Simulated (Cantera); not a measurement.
A freely propagating, adiabatic, planar premixed flame of CH4 : C2H6 : O2 : N2 = 1 : 0.44 : 3.54 : 13.8 (molar parts), equivalence ratio 1.0, unburnt at 325 K and 6.50 bar; mixture-averaged transport, grid criteria slope 0.08 and curve 0.16, no radiation.

Cantera simulation using GRI-Mech 3.0 (53 species, 325 reactions); the numbers are that mechanism's predictions, not measurements. Burning velocities carry a grid error of a few per cent, more on coarse grids.

x: mole fraction of selected species; z is measured from the peak of heat release.

| z (mm) | T (K) | u (m/s) | x CH4 | x C2H6 | x O2 | x H2O | x H | x C2H2 |
|---|---|---|---|---|---|---|---|---|
| -0.335 | 325 | 0.225 | 0.0532 | 0.0234 | 0.188 | 3.01e-5 | <1e-8 | <1e-8 |
| -0.223 | 328 | 0.227 | 0.0531 | 0.0234 | 0.188 | 0.000391 | <1e-8 | 1.65e-7 |
| -0.167 | 340 | 0.237 | 0.0525 | 0.0233 | 0.187 | 0.00209 | <1e-8 | 1.32e-6 |
| -0.112 | … | 0.309 | 0.0490 | 0.0225 | 0.179 | 0.0145 | <1e-8 | 1.63e-5 |
| -0.0558 | … | 0.667 | 0.0330 | 0.0151 | 0.135 | 0.0659 | 1.35e-6 | 0.000148 |
| -0.0279 | … | 0.998 | 0.0180 | 0.00561 | 0.0893 | 0.108 | 8.09e-5 | 0.000329 |
| 0 | … | 1.31 | 0.00360 | 0.000164 | 0.0427 | 0.145 | 0.00100 | 0.000424 |
| 0.0279 | 1988 | 1.43 | 0.000123 | 7.55e-8 | 0.0210 | 0.157 | 0.00196 | 2.86e-5 |
| 0.0558 | 2060 | 1.47 | 2.16e-6 | <1e-8 | 0.0146 | 0.160 | 0.00179 | 4.21e-7 |
| 0.112 | 2135 | 1.52 | <1e-8 | <1e-8 | 0.0103 | 0.164 | 0.00115 | <1e-8 |
| 0.223 | 2195 | 1.55 | <1e-8 | <1e-8 | 0.00721 | 0.167 | 0.000590 | <1e-8 |
| 0.446 | 2234 | 1.58 | <1e-8 | <1e-8 | 0.00510 | 0.170 | 0.000305 | <1e-8 |
| 0.892 | 2254 | 1.59 | <1e-8 | <1e-8 | 0.00396 | 0.171 | 0.000192 | <1e-8 |

**Question.** Fill in the missing entries.

**Answer.** 
- -0.112, T (K): 441
- -0.0558, T (K): 938
- -0.0279, T (K): 1390
- 0, T (K): 1812
